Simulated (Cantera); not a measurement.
A freely propagating, adiabatic, planar premixed flame of H₂ : O₂ : N₂ = 1 : 0.862 : 3.24 (molar parts), equivalence ratio 0.58, unburnt at 398 K and 5.20 bar; multicomponent transport, grid criteria slope 0.08 and curve 0.16, no radiation.

Detailed kinetics in Cantera: the H2/O2 subset of GRI-Mech 3.0, which has no nitrogen chemistry. The hydrogen kinetics of GRI-Mech 3.0 are dated; newer H2 mechanisms differ, most at raised pressure. Burning velocities carry a grid error of a few per cent, more on coarse grids. Lean hydrogen flames are cellular in practice and burn faster than this planar one.

x: mole fraction of selected species; z is measured from the peak of heat release.

```
z (mm)   T (K)  u (m/s)      x H₂    x O₂      x OH    x H₂O₂         x O     x H₂O
-------  -----  -------  --------  ------  --------  --------  ----------  --------
-0.245     398    0.612     0.193   0.170     <1e-8   5.02e-8       <1e-8   2.24e-5
-0.163     401    0.610     0.184   0.171     <1e-8   8.51e-7       <1e-8  0.000302
-0.122     411    0.616     0.171   0.174     <1e-8   4.63e-6       <1e-8   0.00141
-0.0815    461    0.673     0.143   0.177     <1e-8   3.45e-5  (withheld)   0.00863
-0.0408    735     1.03    0.0896   0.167   8.39e-6  0.000189  (withheld)    0.0496
-0.0204   1059     1.47    0.0573   0.146  0.000273  0.000188  (withheld)    0.0962
0         1387     1.93    0.0290   0.118   0.00151   2.67e-5  (withheld)     0.147
0.0204    1594     2.21    0.0122  0.0972   0.00342   4.58e-6     0.00192     0.180
0.0408    1701     2.36   0.00543  0.0883   0.00437   2.86e-6     0.00185     0.194
0.0815    1784     2.48   0.00173  0.0841   0.00387   1.59e-6  (withheld)     0.204
0.163     1822     2.53  0.000435  0.0835   0.00228   7.14e-7  (withheld)     0.207
0.326     1833     2.54   9.60e-5  0.0837   0.00119   2.95e-7  (withheld)     0.209
0.652     1836     2.54   3.35e-5  0.0838  0.000758   1.67e-7  (withheld)     0.209
```

### Question
Some entries are withheld; supply them.

### Answer

- -0.0815, x O: 3.06e-8
- -0.0408, x O: 5.90e-6
- -0.0204, x O: 0.000161
- 0, x O: 0.00107
- 0.0815, x O: 0.000997
- 0.163, x O: 0.000290
- 0.326, x O: 7.33e-5
- 0.652, x O: 2.94e-5
